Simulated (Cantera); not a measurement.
A freely propagating, adiabatic, planar premixed flame of CO : H2 : O2 : N2 = 1 : 0.2 : 0.811 : 3.05 (molar parts), equivalence ratio 0.74, unburnt at 400 K and 1800 Torr; mixture-averaged transport, grid criteria slope 0.08 and curve 0.16, no radiation.

Detailed kinetics in Cantera: GRI-Mech 3.0 (53 species, 325 reactions). The hydrogen kinetics of GRI-Mech 3.0 are dated; newer H2 mechanisms differ, most at raised pressure. Burning velocities carry a grid error of a few per cent, more on coarse grids.

Q: Predict: laminar burning velocity; thermal thickness; peak x(O).

A: 
| Property | Result |
|---|---|
| laminar burning velocity | 53.7 cm/s |
| thermal thickness | 0.272 mm |
| peak x(O) | 0.00776 |
